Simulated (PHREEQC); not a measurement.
**Acid rinse or clean (model solution)**

A solution holds 20 mmol/kgw HNO3 and 52 mmol/kgw NiCl2, at 25 °C. Closed to the air; pH follows from the charge balance.

Computed with PHREEQC (ion-association model, wateq4f.dat).

No solid was allowed to form.

**Question.** Predict the pH.

**Answer.** pH 1.79.

**Question.** In which forms is Ni present?

**Answer.** Ni+2 92 %, NiCl+ 7.1 %, NiCl2 1.3 % of the Ni.
